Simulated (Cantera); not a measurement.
A perfectly stirred reactor is fed with CH₄ : H₂ : O₂ : N₂ : CO₂ = 1 : 0.21 : 1.4 : 9.12 : 0.77 (molar parts), equivalence ratio 1.5, at 8.90 bar; it is adiabatic with a 475 K inlet, and is followed from long to short residence time, starting on the burning branch (τ in s: 0.14, 0.053, 0.02, 0.0078, 0.003, 0.0011, 0.00044, 0.00017, 6.4e-05, 2.4e-05, 9.3e-06, 3.6e-06).

Computed with Cantera and GRI-Mech 3.0 (53 species, 325 reactions).

Task: What does this change do: CH4 1 to 1.4 parts?

Result: 
| quantity | before | after |
|---|---|---|
| blow-out, bracketed by the residence times tried | burning at 7.80 ms, out at 3.00 ms | burning at 20.0 ms, out at 7.80 ms |
| x(CH₄) at τ = 0.140 s | 0.00988 | 0.0321 |
| x(H₂) at τ = 0.140 s | 0.0217 | 0.0372 |
| x(O₂) at τ = 0.140 s | 0.00182 | 0.00355 |
| x(CO) at τ = 0.140 s | 0.0392 | 0.0439 |
| x(HO₂) at τ = 0.140 s | 6.00e-7 | 1.10e-6 |
| x(CH₄) at τ = 0.440 ms | 0.0800 | 0.109 |
| x(H₂) at τ = 0.440 ms | 0.0168 | 0.0163 |
| x(O₂) at τ = 0.440 ms | 0.112 | 0.109 |
| x(CO) at τ = 0.440 ms | <1e-12 | <1e-12 |
| x(HO₂) at τ = 0.440 ms | <1e-12 | <1e-12 |
